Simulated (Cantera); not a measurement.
# Al + Cl2 + H2 (chemical vapour transport)

Input: 1 mol Al, 1.8 mol Cl2, 0.7 mol H2, equilibrated at 308 Torr.

Method: chemical equilibrium by Gibbs-energy minimisation in Cantera with the NASA 1993 tables (ideal gas, pure condensed phases). Candidate condensed phases: Al, AlCl3; 12 gas species. The tables' values for AlCl2 are old estimates; treat these amounts as uncertain. Rates play no part.

```tsv
T (K)	log p AlCl3	log p HCl	log p H2	log p Al2Cl6	log p AlCl2	log p AlCl
950	-0.71	-0.90	-1.08	-2.11	-7.15	-11.25
1050	-0.69	-0.91	-1.08	-2.68	-6.05	-9.44
1150	-0.69	-0.91	-1.09	-3.16	-5.15	-7.97
1250	-0.69	-0.91	-1.09	-3.56	-4.41	-6.74
1350	-0.69	-0.91	-1.09	-3.90	-3.78	-5.70
1450	-0.69	-0.91	-1.09	-4.19	-3.24	-4.81
1550	-0.69	-0.90	-1.09	-4.45	-2.77	-4.04
1650	-0.70	-0.90	-1.10	-4.68	-2.38	-3.40
```
log p: log10 of the partial pressure in bar; nothing condenses.

From 950 K to 1650 K nothing is condensed. The main Al-bearing gas is AlCl3 throughout.
